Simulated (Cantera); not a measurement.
**Adiabatic ignition**

An adiabatic, constant-pressure homogeneous reactor starts with H2 : O2 : N2 = 1 : 0.278 : 1.04 (molar parts), equivalence ratio 1.8, at 1625 K and 180000 Pa.

Model: the H2/O2 subset of GRI-Mech 3.0, which has no nitrogen chemistry, integrated in Cantera.

| t (s) | T (K) | x H2 | x O2 | x O | x HO2 | x H2O | x H2O2 | x H |
|---|---|---|---|---|---|---|---|---|
| 5.00e-6 | 1721 | 0.304 | 0.0697 | 0.00641 | 5.16e-5 | 0.0878 | 1.04e-6 | 0.0745 |
| 1.26e-5 | 2319 | 0.176 | 0.00454 | 0.00894 | 3.67e-6 | 0.212 | 3.08e-7 | 0.108 |
| 3.16e-5 | 2676 | 0.192 | 0.00221 | 0.00451 | 1.97e-6 | 0.230 | 1.74e-7 | 0.0673 |
| 7.93e-5 | 2880 | 0.200 | 0.00111 | 0.00229 | 1.28e-6 | 0.242 | 1.57e-7 | 0.0450 |
| 0.000199 | 2917 | 0.202 | 0.000937 | 0.00194 | 1.13e-6 | 0.245 | 1.53e-7 | 0.0410 |
| 0.000501 | 2917 | 0.202 | 0.000935 | 0.00194 | 1.13e-6 | 0.245 | 1.53e-7 | 0.0410 |
| 0.00126 | 2917 | 0.202 | 0.000935 | 0.00194 | 1.13e-6 | 0.245 | 1.53e-7 | 0.0410 |
| 0.00316 | 2917 | 0.202 | 0.000935 | 0.00194 | 1.13e-6 | 0.245 | 1.53e-7 | 0.0410 |
| 0.00795 | 2917 | 0.202 | 0.000935 | 0.00194 | 1.13e-6 | 0.245 | 1.53e-7 | 0.0410 |
| 0.0200 | 2917 | 0.202 | 0.000935 | 0.00194 | 1.13e-6 | 0.245 | 1.53e-7 | 0.0410 |
| 0.0502 | 2917 | 0.202 | 0.000935 | 0.00194 | 1.13e-6 | 0.245 | 1.53e-7 | 0.0410 |
| 0.126 | 2917 | 0.202 | 0.000935 | 0.00194 | 1.13e-6 | 0.245 | 1.53e-7 | 0.0410 |
| 0.317 | 2917 | 0.202 | 0.000935 | 0.00194 | 1.13e-6 | 0.245 | 1.53e-7 | 0.0410 |
| 0.796 | 2917 | 0.202 | 0.000935 | 0.00194 | 1.13e-6 | 0.245 | 1.53e-7 | 0.0410 |
| 2.00 | 2917 | 0.202 | 0.000935 | 0.00194 | 1.13e-6 | 0.245 | 1.53e-7 | 0.0410 |
x: mole fraction; the columns are a selection and need not sum to one.

| Item | Value |
|---|---|
| time of steepest temperature rise | 5.32 µs |
| temperature at 2.00 s | 2917 K |
| equilibrium temperature | 2917 K |
| x(H2) at 2.00 s | 0.202 (gas-phase equilibrium 0.202) |
| x(O2) at 2.00 s | 0.000935 (gas-phase equilibrium 0.000935) |
| x(O) at 2.00 s | 0.00194 (gas-phase equilibrium 0.00194) |
